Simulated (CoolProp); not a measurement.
Properties of hydrogen chloride along the isobar 1.01 bar (Tc = 324.7 K, pc = 83.14 bar, ω = 0.130).

The numbers come from the reference Helmholtz-energy equation of state, Thol 2018 in CoolProp.

| T (K) | phase | cv (kJ/(kg K)) | isothermal compressibility (1/MPa) | expansivity (1/kK) |
|---|---|---|---|---|
| 275.8 | gas | 0.5778 | 9.978 | 3.717 |
| 279.6 | gas | 0.5774 | 9.974 | 3.662 |
| 283.4 | gas | 0.5770 | 9.971 | 3.609 |
| 287.2 | gas | 0.5766 | 9.968 | 3.558 |
| 291 | gas | 0.5762 | 9.965 | 3.508 |
| 294.8 | gas | 0.5759 | 9.963 | 3.459 |
| 298.6 | gas | 0.5755 | 9.960 | 3.412 |
| 302.4 | gas | 0.5752 | 9.958 | 3.367 |
| 306.2 | gas | 0.5750 | 9.956 | 3.323 |
| 310.1 | gas | 0.5747 | 9.954 | 3.278 |
| 313.9 | gas | 0.5745 | 9.952 | 3.237 |
| 317.7 | gas | 0.5743 | 9.950 | 3.196 |
| 321.5 | gas | 0.5741 | 9.948 | 3.156 |
| 325.3 | gas | 0.5739 | 9.946 | 3.118 |
| 329.1 | gas | 0.5737 | 9.945 | 3.080 |
